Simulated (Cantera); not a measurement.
## Stirred combustor or abatement burner

A perfectly stirred reactor is fed with CH₄ : O₂ : N₂ : H₂O = 1 : 2 : 7.52 : 2.5 (molar parts), equivalence ratio 1.0, at 100000 Pa; it is adiabatic with a 375 K inlet, and is followed from long to short residence time, starting on the burning branch (τ in s: 0.063, 0.035, 0.02, 0.011, 0.006, 0.0034, 0.0019, 0.001, 0.00058, 0.00032, 0.00018, 0.0001).

Model: GRI-Mech 3.0 (53 species, 325 reactions), integrated in Cantera.

```tsv
τ (s)	T (K)	x CH₄	x O₂	x H₂O	x HCN	x C₂H₄	x CO	x CH₃
0.063	1916	1.46e-5	0.00412	0.338	2.28e-7	7.71e-9	0.00447	6.40e-6
0.035	1903	2.09e-5	0.00485	0.336	3.03e-7	1.40e-8	0.00521	9.07e-6
0.020	1889	2.98e-5	0.00568	0.335	3.96e-7	2.42e-8	0.00604	1.26e-5
0.011	1871	4.41e-5	0.00673	0.333	5.20e-7	4.30e-8	0.00707	1.78e-5
0.0060	1850	6.67e-5	0.00799	0.331	6.77e-7	7.73e-8	0.00829	2.54e-5
0.0034	1826	0.000101	0.00939	0.328	8.53e-7	1.37e-7	0.00964	3.59e-5
0.0019	1798	0.000158	0.0111	0.325	1.07e-6	2.59e-7	0.0113	5.21e-5
0.0010	1761	0.000274	0.0134	0.322	1.36e-6	5.81e-7	0.0137	8.19e-5
0.00058	1723	0.000473	0.0161	0.319	1.69e-6	1.36e-6	0.0166	0.000127
0.00032	1663	0.00109	0.0214	0.316	2.22e-6	5.70e-6	0.0225	0.000249
0.00018	375	0.0768	0.154	0.192	<1e-12	<1e-12	<1e-12	<1e-12
0.00010	375	0.0768	0.154	0.192	<1e-12	<1e-12	<1e-12	<1e-12
```
x: mole fraction; the columns are a selection and need not sum to one.
